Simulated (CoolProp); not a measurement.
Vapour-liquid equilibrium of o-xylene (1) + n-undecane (2) at 187.05 °C; x and y are mole fractions of (1).

Values from CoolProp's multi-fluid Helmholtz-energy mixture model, Zhou 2012 and Aleksandrov 2011; pair parameters Bell 2016.

```tsv
x	bubble pressure (MPa)	y at the bubble point	dew pressure at overall composition x (MPa)	liquid density (mol/L)
0.05	0.08996	0.135	0.08436	3.978
0.125	0.1033	0.300	0.08926	4.124
0.2	0.1171	0.432	0.09477	4.280
0.275	0.1313	0.537	0.1010	4.446
0.35	0.1458	0.624	0.1081	4.622
0.425	0.1605	0.696	0.1163	4.811
0.5	0.1753	0.756	0.1259	5.013
0.575	0.1904	0.808	0.1372	5.230
0.65	0.2055	0.853	0.1508	5.463
0.725	0.2208	0.891	0.1673	5.715
0.8	0.2363	0.926	0.1879	5.988
0.875	0.2518	0.956	0.2141	6.284
0.95	0.2675	0.983	0.2485	6.606
```

No azeotrope shows between x = 0.05 and 0.95.

Pair parameters are fitted to limited data, so mixtures are less certain than the pure fluids.
